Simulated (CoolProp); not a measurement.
Values from CoolProp's reference Helmholtz-energy equation of state, Kamei 1995.

### Question
For R22, give the phase and the cp (kJ/(kg K)), cv (kJ/(kg K)), Prandtl number at 24.95 °C and 0.634 MPa; 71.25 °C and 0.634 MPa.

### Answer
- 24.95 °C and 0.634 MPa: gas; cp 0.750, cv 0.593, Prandtl number 0.881
- 71.25 °C and 0.634 MPa: gas; cp 0.752, cv 0.625, Prandtl number 0.807

Viscosity comes from a separate model (Bell 2016), an estimate that may be off by 10 % or more. Thermal conductivity comes from a separate model (McLinden 2000), an estimate that may be off by 10 % or more.
